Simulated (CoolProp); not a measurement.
Properties of nitrous oxide along the isotherm 350 K.

Computed with CoolProp (reference Helmholtz-energy equation of state, Lemmon 2006). It is a short technical equation, of lower accuracy than the large ones.

```
p (MPa)          phase  cp (kJ/(kg K))  expansivity (1/kK)
-------  -------------  --------------  ------------------
2.26               gas           1.030               3.684
4.53               gas           1.189               4.946
6.79               gas           1.453               7.031
9.06     supercritical           1.945               10.81
11.3     supercritical           2.791               16.79
13.6     supercritical      (withheld)               18.87
15.8     supercritical           3.019          (withheld)
18.1     supercritical           2.641               10.93
20.4     supercritical           2.386               8.620
22.6     supercritical           2.222               7.222
24.9     supercritical           2.102               6.230
27.2     supercritical           2.014               5.521
29.4     supercritical           1.949               5.008
31.7     supercritical      (withheld)               4.587
34       supercritical           1.851          (withheld)
36.2     supercritical           1.816               3.981
```

**Question.** What belongs in the gaps?

**Answer.** 
- 13.6, cp (kJ/(kg K)): 3.322
- 15.8, expansivity (1/kK): 14.72
- 31.7, cp (kJ/(kg K)): 1.895
- 34, expansivity (1/kK): 4.249

The peak of cp marks the crossing from liquid-like to gas-like fluid above the critical point.
